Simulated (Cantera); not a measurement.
A perfectly stirred reactor is fed with CH4 : O2 : N2 = 1.5 : 1.67 : 6.27 (molar parts), at 1000000 Pa; it is adiabatic with a 498 K inlet, and is followed from long to short residence time, starting on the burning branch (τ in s: 0.044, 0.023, 0.012, 0.0061, 0.0031, 0.0016, 0.00084, 0.00043, 0.00022, 0.00012, 5.9e-05, 3.1e-05, 1.6e-05).

Cantera simulation using GRI-Mech 3.0 (53 species, 325 reactions); the numbers are that mechanism's predictions, not measurements.

Q: Predict: blow-out, bracketed by the residence times tried; x(CH4) at τ = 44.0 ms; x(O2) at τ = 44.0 ms; x(C2H6) at τ = 44.0 ms; x(HCN) at τ = 44.0 ms; x(CH2CO) at τ = 44.0 ms; x(CH4) at τ = 0.840 ms; x(O2) at τ = 0.840 ms; x(C2H6) at τ = 0.840 ms; x(HCN) at τ = 0.840 ms; x(CH2CO) at τ = 0.840 ms.

A: 
```
Property                                                                        Result
------------------------------------------------  ------------------------------------
blow-out, bracketed by the residence times tried  burning at 0.430 ms, out at 0.220 ms
x(CH4) at τ = 44.0 ms                                                          0.00819
x(O2) at τ = 44.0 ms                                                          0.000289
x(C2H6) at τ = 44.0 ms                                                         6.13e-6
x(HCN) at τ = 44.0 ms                                                          5.04e-6
x(CH2CO) at τ = 44.0 ms                                                        1.32e-5
x(CH4) at τ = 0.840 ms                                                          0.0231
x(O2) at τ = 0.840 ms                                                          0.00897
x(C2H6) at τ = 0.840 ms                                                       0.000185
x(HCN) at τ = 0.840 ms                                                         3.33e-6
x(CH2CO) at τ = 0.840 ms                                                      0.000238
```
